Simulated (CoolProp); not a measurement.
Values from CoolProp's reference Helmholtz-energy equation of state, Lemmon 2003. It is a pseudo-pure fit of the blend.

Question: For R410A, give the phase and the Prandtl number at 176.65 °C and 100 bar; 130.25 °C and 10.2 bar; 216.15 °C and 12.1 bar.

Answer: 
- 176.65 °C and 100 bar: supercritical; Prandtl number 1.21
- 130.25 °C and 10.2 bar: gas; Prandtl number 0.820
- 216.15 °C and 12.1 bar: gas; Prandtl number 0.829

Viscosity comes from a separate model (Geller 2000). Thermal conductivity comes from a separate model (Geller 2001).
